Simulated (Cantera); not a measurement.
Gas mixture: N2O = 0.77 (molar parts), at 0.735 Torr, frozen composition.

Cantera's kinetic-theory transport with the Lennard-Jones parameters of GRI-Mech 3.0, ideal gas; thermal conductivity in the multicomponent form. The composition is frozen, though it would react at the higher temperatures.

One state of this run: ρ (kg/m³) = 0.000472; cp (J/kg/K) = 1275; μ (µPa s) = 42.8; λ (mW/m/K) = 73.9; Pr = 0.739; D (cm²/s) C2H2 = 1310; D (cm²/s) CO2 = 1210; D (cm²/s) N2 = 1560. D: mixture-averaged diffusion coefficient of that species in the mixture.

Task: Which value of T (K) does it belong to?
(A) 600
(B) 1200
(C) 1100
(D) 700

Result: C, 1100
